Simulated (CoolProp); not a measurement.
Saturation properties of CH2F2 (R32) (Tc = 78.1 °C, pc = 57.83 bar, ω = 0.277).

The numbers come from the reference Helmholtz-energy equation of state, Tillner-Roth 1997 in CoolProp.

```
T (°C)  p (bar)  liquid cp (kJ/(kg K))  vapour Z
------  -------  ---------------------  --------
-51.75    1.008                  1.587    0.9581
-42.75    1.563                  1.602    0.9446
-33.65        ?                  1.622    0.9284
-24.55    3.405                      ?    0.9094
-15.55    4.784                  1.676         ?
-6.45     6.578                  1.713         ?
2.65          ?                  1.760    0.8345
11.65     11.62                      ?    0.8030
20.75         ?                      ?    0.7672
```

### Question
Fill in the missing entries.

### Answer

- -33.65, p (bar): 2.346
- -24.55, liquid cp (kJ/(kg K)): 1.646
- -15.55, vapour Z: 0.8878
- -6.45, vapour Z: 0.8628
- 2.65, p (bar): 8.844
- 11.65, liquid cp (kJ/(kg K)): 1.817
- 20.75, p (bar): 15.05
- 20.75, liquid cp (kJ/(kg K)): 1.893

It boils at -51.7 °C under 1 atm.
